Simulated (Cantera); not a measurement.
A perfectly stirred reactor is fed with 5.59 % H₂, 93.1 % O₂, 1.30 % N₂, equivalence ratio 0.030, at 10.00 Torr; it is held at 1073 K, and followed from long to short residence time.

Detailed kinetics in Cantera: GRI-Mech 3.0 (53 species, 325 reactions). Radical loss at walls, strong at low pressure, is not modelled. The temperature is held fixed by assumption; the heat of reaction is taken as removed at once.

Problem. Predict: x(H₂) at τ = 4.40 s; x(O₂) at τ = 4.40 s; x(O) at τ = 4.40 s; x(H) at τ = 4.40 s; x(HO₂) at τ = 4.40 s; x(H₂) at τ = 20.0 ms; x(O₂) at τ = 20.0 ms; x(O) at τ = 20.0 ms; x(H) at τ = 20.0 ms; x(HO₂) at τ = 20.0 ms.

Solution. 
```
Item                     Result
---------------------  --------
x(H₂) at τ = 4.40 s    0.000128
x(O₂) at τ = 4.40 s       0.928
x(O) at τ = 4.40 s     0.000765
x(H) at τ = 4.40 s      4.62e-5
x(HO₂) at τ = 4.40 s    1.57e-6
x(H₂) at τ = 20.0 ms    0.00299
x(O₂) at τ = 20.0 ms      0.911
x(O) at τ = 20.0 ms      0.0146
x(H) at τ = 20.0 ms     0.00564
x(HO₂) at τ = 20.0 ms   5.66e-6
```
